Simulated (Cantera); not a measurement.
A perfectly stirred reactor is fed with 71.8 % CH4, 28.0 % H2O, 0.187 % N2, at 1.00 bar; it is held at 2050 K, and followed from long to short residence time.

Detailed kinetics in Cantera: GRI-Mech 3.0 (53 species, 325 reactions). GRI-Mech 3.0 stops at C3 and has no aromatics, soot or wall deposition, so with more carbon than oxygen in the feed, carbon stays in small species such as C2H2 where larger ones or solid carbon would form.

Task: Predict: x(CH4) at τ = 15.0 s; x(H2O) at τ = 15.0 s; x(C2H6) at τ = 15.0 s; x(CH2CO) at τ = 15.0 s; x(CH2) at τ = 15.0 s; x(CH4) at τ = 30.0 ms; x(H2O) at τ = 30.0 ms; x(C2H6) at τ = 30.0 ms; x(CH2CO) at τ = 30.0 ms; x(CH2) at τ = 30.0 ms.

Result: 
| Item | Value |
|---|---|
| x(CH4) at τ = 15.0 s | 0.00262 |
| x(H2O) at τ = 15.0 s | 0.000140 |
| x(C2H6) at τ = 15.0 s | 1.42e-7 |
| x(CH2CO) at τ = 15.0 s | 3.00e-7 |
| x(CH2) at τ = 15.0 s | 4.79e-7 |
| x(CH4) at τ = 30.0 ms | 0.0216 |
| x(H2O) at τ = 30.0 ms | 0.0411 |
| x(C2H6) at τ = 30.0 ms | 7.09e-6 |
| x(CH2CO) at τ = 30.0 ms | 2.45e-5 |
| x(CH2) at τ = 30.0 ms | 3.94e-6 |
